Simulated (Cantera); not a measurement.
Ignition delay

Mixture: 6.59 % CH₄, 0.988 % CO, 18.4 % O₂, 69.2 % N₂, 3.56 % H₂O, 1.25 % CO₂, equivalence ratio 0.74, at 19.7 atm, adiabatic and at constant pressure. Ignition delay is the time to a rise of 400 K.

Computed with Cantera and GRI-Mech 3.0 (53 species, 325 reactions). The pressure lies above the range GRI-Mech 3.0 was tuned for (to about 10 atm).

```csv
T0 (K),delay (ms)
1173,3.43
1223,1.79
1273,0.986
1323,0.565
1373,0.335
1423,0.204
1473,0.127
```

```
Quantity                                                 Value
--------------------------------------------------  ----------
apparent activation energy between 1373 and 1473 K  160 kJ/mol
```
